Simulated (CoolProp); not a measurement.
A single-stage vapour-compression cycle with the fluid: evaporating at 279.15 K (dew point), condensing at 340.15 K (bubble point), superheat 10 K, subcooling 8 K, compressor efficiency 0.6, no pressure losses. The same conditions are run with several fluids, on thermodynamics alone (safety and materials aside).

Values from CoolProp's reference Helmholtz-energy equation of state of each fluid (R1224YDZ: Akasaka 2023; R245ca: Zhou 2016; R22: Kamei 1995; the fluoroketone C6F12O (FK-5-1-12): McLinden 2015; R123: Younglove 1994; R152A: Outcalt 1996).

| fluid | cooling COP | pressure ratio | discharge temperature (K) | refrigerating effect (kJ/kg) | volumetric capacity (kJ/m³) |
|---|---|---|---|---|---|
| R1224YDZ | 2.19 | 7.45 | 363.8 | 119 | 542 |
| R245ca | 2.23 | 8.89 | 365.2 | 150 | 384 |
| R22 | 2.02 | 4.67 | 403.6 | 139 | 3370 |
| the fluoroketone C6F12O (FK-5-1-12) | 1.78 | 10.7 | 340.2 | 49.7 | 112 |
| R123 | 2.29 | 8.16 | 375.1 | 131 | 363 |
| R152A | 2.15 | 5.41 | 392.6 | 214 | 2090 |

The compression ends wet for: the fluoroketone C6F12O (FK-5-1-12).
